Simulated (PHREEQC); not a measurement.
A solution holds 0.047 mol CuCl2, 0.2 mol HNO3 and 0.00088 mol FeCl3 per kg of water, at 20 °C. Closed to the air; pH follows from the charge balance.

The numbers come from PHREEQC with the ion-association model, phreeqc.dat.

```csv
quantity,before,after
pH,0.81,1.09
Fe+3 (mol/kgw),0.000492,0.000303
FeCl+2 (mol/kgw),0.000341,0.000120
FeCl2+ (mol/kgw),4.01e-5,9.20e-6
FeOH+2 (mol/kgw),6.35e-6,8.01e-6
SI of Hematite (Fe2O3),-0.11,+1.45
SI of Goethite (FeOOH),-1.05,-0.27
```

Q: What was changed between the two runs?
A) CuCl2 left out
B) 0.06 mol/kgw Sr(OH)2 added
C) HNO3 from 0.2 to 0.02 mol/kgw
D) diluted 2-fold with water
E) temperature from 20 to 60 °C

A: D, diluted 2-fold with water

This is a speciation only: nothing precipitates in the calculation. Some of these states are supersaturated (in Hematite (slow to form), for instance).
